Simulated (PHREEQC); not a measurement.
Dissolve 0.0027 mol/kgw HF, 0.00026 mol/kgw NaF and 0.00035 mol/kgw NaCl at 25 °C. It is in equilibrium with CO2 at log p = -2 (atm). Otherwise closed; pH follows from the charge balance.

Model: ion-association model, wateq4f.dat, run in PHREEQC.

```tsv
quantity	before	after
pH	3.02	3.17
ionic strength (mol/kgw)	0.00160	0.00237
HF (mol/kgw)	0.00169	0.00195
F- (mol/kgw)	0.00124	0.00200
HF2- (mol/kgw)	8.04e-6	1.50e-5
NaF (mol/kgw)	3.98e-7	1.70e-6
SI of Halite (NaCl)	-8.29	-7.87
SI of Nahcolite (NaHCO3)	-9.48	-8.91
```

Task: Name the change that produced these shifts.
(A) 0.0013 mol/kgw Na2S added
(B) diluted 10-fold with water
(C) NaF from 0.00026 to 0.0013 mol/kgw
(D) 0.00032 mol/kgw CsF added
(E) 0.00013 mol/kgw H3PO4 added

Result: C, NaF from 0.00026 to 0.0013 mol/kgw

This is a speciation only: nothing precipitates in the calculation.
